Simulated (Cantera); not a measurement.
Input: 1 mol CF4, 0.17 mol Si, held at 2175 K and 6.60 Pa.

Method: chemical equilibrium by Gibbs-energy minimisation in Cantera with the NASA 1993 tables (ideal gas, pure condensed phases). Candidate condensed phases: C, Si, SiC; 23 gas species. The tables' values for SiF3 are old estimates; treat these amounts as uncertain. Equilibrium is a limit: real reactors are often held back by kinetics, nucleation or transport.

Base state: F 0.863, CF2 0.0754, SiF4 0.0519, CF 0.00883, SiF3 0.000532, CF4 0.000212, CF3 0.000167, C3 2.19e-5 (mole fractions); condensed: C(graphite).

Question: What changes in the equilibrium state with this change: temperature from 2175 K to 3050 K?

Answer: 
```csv
species,before,after
F,0.863,0.794
C,1.48e-5,0.138
Si,<1e-9,0.0259
CF2,0.0754,2.22e-5
SiF4,0.0519,7.91e-7
C2,1.91e-6,0.0103
C3,2.19e-5,0.0113
CF,0.00883,0.0114
SiF,<1e-9,0.00525
SiC2,<1e-9,0.000303
"C(graphite), mol",0.725,0
```
The tables' values for SiF, SiF2, SiF3 are old estimates; treat these amounts as uncertain.
